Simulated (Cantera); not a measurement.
A closed system holds: 1 mol CaCl₂, 4.3 mol O₂, a varied amount of H₂, equilibrated at 1125 °C and 1.20 Torr.

Method: chemical equilibrium by Gibbs-energy minimisation in Cantera with the NASA 1993 tables (ideal gas, pure condensed phases). Candidate condensed phases: Ca, CaCl₂, CaO, Ca(OH)₂, H₂O; 21 gas species. Condensed phases not in the tables: oxide chlorides. Kinetics and transport are ignored.

x: gas mole fraction; n: condensed amount in mol.

```json
[
 {"n(H₂) (mol)": "6.4", "x H₂O": "0.645", "x H₂": "1.98e-5", "x HCl": "0.213", "x O₂": "0.128", "x CaCl₂": "0.00868", "x Cl": "0.00467", "x OH": "0.000339", "n CaO(s)": "0.926"},
 {"n(H₂) (mol)": "7.7", "x H₂O": "0.740", "x H₂": "3.69e-5", "x HCl": "0.202", "x O₂": "0.0483", "x CaCl₂": "0.00678", "x Cl": "0.00323", "x OH": "0.000284", "n CaO(s)": "0.938"},
 {"n(H₂) (mol)": "9.2", "x H₂O": "0.751", "x H₂": "0.0588", "x HCl": "0.185", "x O₂": "1.95e-8", "x CaCl₂": "0.00562", "x Cl": "7.42e-5", "x OH": "7.22e-6", "n CaO(s)": "0.943"},
 {"n(H₂) (mol)": "11", "x H₂O": "0.638", "x H₂": "0.200", "x HCl": "0.157", "x O₂": "1.22e-9", "x CaCl₂": "0.00478", "x Cl": "3.42e-5", "x OH": "3.33e-6", "n CaO(s)": "0.943"},
 {"n(H₂) (mol)": "13", "x H₂O": "…", "x H₂": "…", "x HCl": "…", "x O₂": "…", "x CaCl₂": "…", "x Cl": "…", "x OH": "…", "n CaO(s)": "0.943"},
 {"n(H₂) (mol)": "15", "x H₂O": "0.479", "x H₂": "0.400", "x HCl": "0.118", "x O₂": "1.72e-10", "x CaCl₂": "0.00358", "x Cl": "1.82e-5", "x OH": "1.77e-6", "n CaO(s)": "0.943"},
 {"n(H₂) (mol)": "18", "x H₂O": "…", "x H₂": "…", "x HCl": "…", "x O₂": "…", "x CaCl₂": "…", "x Cl": "…", "x OH": "…", "n CaO(s)": "0.943"},
 {"n(H₂) (mol)": "22", "x H₂O": "0.333", "x H₂": "0.583", "x HCl": "0.0820", "x O₂": "3.92e-11", "x CaCl₂": "0.00249", "x Cl": "1.05e-5", "x OH": "1.02e-6", "n CaO(s)": "0.943"},
 {"n(H₂) (mol)": "26", "x H₂O": "0.284", "x H₂": "0.644", "x HCl": "0.0698", "x O₂": "2.32e-11", "x CaCl₂": "0.00212", "x Cl": "8.48e-6", "x OH": "8.24e-7", "n CaO(s)": "0.943"}
]
```

Problem. Fill in the missing entries.

Solution. 
- 13, x H₂O: 0.547
- 13, x H₂: 0.314
- 13, x HCl: 0.135
- 13, x O₂: 3.63e-10
- 13, x CaCl₂: 0.00410
- 13, x Cl: 2.34e-5
- 13, x OH: 2.28e-6
- 18, x H₂O: 0.403
- 18, x H₂: 0.495
- 18, x HCl: 0.0992
- 18, x O₂: 7.96e-11
- 18, x CaCl₂: 0.00302
- 18, x Cl: 1.37e-5
- 18, x OH: 1.34e-6
